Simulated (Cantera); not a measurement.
Source: NASA polynomial tables (part measured, part estimated), evaluated in Cantera. Values are per mole of reaction as written; species without (g) are pure solids or liquids, kept so even where they would boil at 1 bar.

K2SO4 ⇌ S + 2 K(g) + 2 O2(g), with ΔH° = 1615.7 kJ and ΔS° = 587.5 J/K at 300 K.

Question: How far is the shortcut ΔG° ≈ ΔH°(300 K) − T·ΔS°(300 K) from the full temperature-dependent value at 548, 598, 648, 698, 748, 798, 848, 898, 948, 998, 1048 K?

Answer: 
```
T (K)  shortcut (kJ)  full (kJ)  difference (kJ)  difference in log10 K  condensed phases
-----  -------------  ---------  ---------------  ---------------------  ----------------
548           1293.8     1294.0             -0.2                   0.02    K2SO4(s), S(l)
598           1264.4     1264.8             -0.4                   0.03    K2SO4(s), S(l)
648           1235.0     1235.8             -0.7                   0.06    K2SO4(s), S(l)
698           1205.7     1206.9             -1.2                   0.09    K2SO4(s), S(l)
748           1176.3     1178.2             -1.9                   0.13    K2SO4(s), S(l)
798           1146.9     1149.6             -2.7                   0.18    K2SO4(s), S(l)
848           1117.5     1121.3             -3.7                   0.23    K2SO4(s), S(l)
898           1088.2     1093.5             -5.3                   0.31    K2SO4(s), S(l)
948           1058.8     1065.9             -7.1                   0.39    K2SO4(s), S(l)
998           1029.4     1038.5             -9.1                   0.47    K2SO4(s), S(l)
1048          1000.0     1011.2            -11.1                   0.55    K2SO4(s), S(l)
```
The shortcut ignores heat capacities and the phase changes listed.
